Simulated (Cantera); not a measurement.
Charge: 1 mol Fe3O4, 5.3 mol CH4, 0.065 mol CO, equilibrated at 0.133 bar.

Method: chemical equilibrium by Gibbs-energy minimisation in Cantera with the NASA 1993 tables (ideal gas, pure condensed phases). Candidate condensed phases: C, C6H6, C7H8, C8H18, Fe, Fe(CO)5, FeO, Fe(OH)2, Fe(OH)3, Fe2O3, Fe3O4, H2O; 114 gas species. Iron dissolves carbon and melts from about 1420 K in contact with it, which pure phases cannot show. Condensed phases not in the tables: cementite and carbon dissolved in iron. Equilibrium is a limit: real reactors are often held back by kinetics, nucleation or transport. All values below are at 1375 °C.

Base state: H2 0.722, CO 0.277, H 0.000207, CH4 9.32e-5, C2H2 (acetylene) 3.23e-5, Fe 1.96e-5, H2O 1.74e-5 (mole fractions); condensed: C(graphite) + Fe(γ).

### Question
What changes in the equilibrium state with this change: Fe3O4 replaced by MgO?

### Answer
| species | before | after |
|---|---|---|
| H2 | 0.722 | 0.893 |
| CO | 0.277 | 0.0559 |
| Mg | 0 | 0.0502 |
| Fe | 1.96e-5 | 0 |
| MgH | 0 | 0.000207 |
| H2O | 1.74e-5 | 4.34e-6 |
| C(graphite), mol | 1.30 | 4.70 |
| Fe(γ), mol | 3.00 | 0 |
| MgO(s), mol | 0 | 0.402 |
The tables' values for MgH are old estimates; treat these amounts as uncertain. Further candidate phases: Mg, MgCO3, MgO, Mg(OH)2.
